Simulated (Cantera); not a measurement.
Stirred combustor or abatement burner

A perfectly stirred reactor is fed with CO : H₂ : O₂ : N₂ = 1 : 1 : 0.667 : 3.87 (molar parts), at 9.87 atm; it is adiabatic with a 548 K inlet, and is followed from long to short residence time, starting on the burning branch (τ in s: 0.063, 0.026, 0.011, 0.0047, 0.002, 0.00084, 0.00035, 0.00015, 6.3e-05, 2.7e-05).

Detailed kinetics in Cantera: GRI-Mech 3.0 (53 species, 325 reactions). The hydrogen kinetics of GRI-Mech 3.0 are dated; newer H2 mechanisms differ, most at raised pressure.

| τ (s) | T (K) | x CO | x H₂ | x O₂ | x HO₂ | x O | x H₂O₂ |
|---|---|---|---|---|---|---|---|
| 0.063 | 2123 | 0.0852 | 0.0282 | 3.34e-5 | 1.81e-8 | 2.09e-6 | 5.97e-9 |
| 0.026 | 2122 | 0.0852 | 0.0282 | 5.93e-5 | 4.28e-8 | 4.15e-6 | 1.17e-8 |
| 0.011 | 2119 | 0.0852 | 0.0282 | 0.000102 | 1.02e-7 | 8.73e-6 | 2.35e-8 |
| 0.0047 | 2114 | 0.0853 | 0.0282 | 0.000174 | 2.38e-7 | 1.88e-5 | 4.57e-8 |
| 0.0020 | 2107 | 0.0854 | 0.0282 | 0.000303 | 5.42e-7 | 4.07e-5 | 8.52e-8 |
| 0.00084 | 2096 | 0.0856 | 0.0283 | 0.000538 | 1.18e-6 | 8.80e-5 | 1.51e-7 |
| 0.00035 | 2079 | 0.0861 | 0.0284 | 0.000969 | 2.47e-6 | 0.000188 | 2.53e-7 |
| 0.00015 | 2052 | 0.0869 | 0.0286 | 0.00172 | 4.81e-6 | 0.000380 | 3.99e-7 |
| 6.3e-5 | 2010 | 0.0885 | 0.0290 | 0.00305 | 9.27e-6 | 0.000745 | 6.26e-7 |
| 2.7e-5 | 1948 | 0.0914 | 0.0296 | 0.00530 | 1.75e-5 | 0.00135 | 9.82e-7 |
x: mole fraction; the columns are a selection and need not sum to one.
